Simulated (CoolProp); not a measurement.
Vapour-liquid equilibrium of n-pentane (1) + cyclohexane (2) at 6.47 bar; x and y are mole fractions of (1).

Values from CoolProp's multi-fluid Helmholtz-energy mixture model, Thol 2019 and Zhou 2014; pair parameters Bell 2016.

| x | bubble temperature (K) | y at the bubble point | dew temperature at overall composition x (K) | liquid density (mol/L) |
|---|---|---|---|---|
| 0.05 | 426.5 | 0.119 | 429.2 | 7.553 |
| 0.2 | 414.5 | 0.393 | 423.2 | 7.582 |
| 0.35 | 404.9 | 0.583 | 416.6 | 7.581 |
| 0.5 | 396.9 | 0.720 | 409.3 | 7.557 |
| 0.65 | 390.1 | 0.825 | 401.1 | 7.517 |
| 0.8 | 384.1 | 0.909 | 391.8 | 7.462 |
| 0.95 | 378.8 | 0.979 | 381.0 | 7.397 |

No azeotrope shows between x = 0.05 and 0.95.

Pair parameters are fitted to limited data, so mixtures are less certain than the pure fluids.
